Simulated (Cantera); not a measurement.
Stirred combustor or abatement burner

A perfectly stirred reactor is fed with H₂ : O₂ : N₂ = 1 : 0.333 : 1.5 (molar parts), at 0.340 bar; it is adiabatic with a 523 K inlet, and is followed from long to short residence time, starting on the burning branch (τ in s: 0.046, 0.017, 0.0062, 0.0023, 0.00083, 0.0003, 0.00011, 4.1e-05, 1.5e-05, 5.5e-06).

Cantera simulation using GRI-Mech 3.0 (53 species, 325 reactions); the numbers are that mechanism's predictions, not measurements.

| τ (s) | T (K) | x H₂ | x O₂ | x NO | x H | x H₂O | x HO₂ |
|---|---|---|---|---|---|---|---|
| 0.046 | 2175 | 0.128 | 0.000289 | 0.000111 | 0.0141 | 0.259 | 9.13e-8 |
| 0.017 | 2113 | 0.126 | 0.000626 | 7.83e-5 | 0.0214 | 0.255 | 1.76e-7 |
| 0.0062 | 2020 | 0.122 | 0.00131 | 5.25e-5 | 0.0323 | 0.250 | 3.33e-7 |
| 0.0023 | 1893 | 0.117 | 0.00249 | 3.78e-5 | 0.0471 | 0.242 | 6.17e-7 |
| 0.00083 | 1730 | 0.111 | 0.00440 | 2.61e-5 | 0.0661 | 0.234 | 1.17e-6 |
| 0.00030 | 1544 | 0.106 | 0.00754 | 1.47e-5 | 0.0866 | 0.224 | 2.36e-6 |
| 0.00011 | 1348 | 0.114 | 0.0158 | 5.92e-6 | 0.0986 | 0.205 | 6.09e-6 |
| 4.1e-5 | 523 | 0.353 | 0.118 | <1e-12 | <1e-12 | <1e-12 | <1e-12 |
| 1.5e-5 | 523 | 0.353 | 0.118 | <1e-12 | <1e-12 | <1e-12 | <1e-12 |
| 5.5e-6 | 523 | 0.353 | 0.118 | <1e-12 | <1e-12 | <1e-12 | <1e-12 |
x: mole fraction; the columns are a selection and need not sum to one.
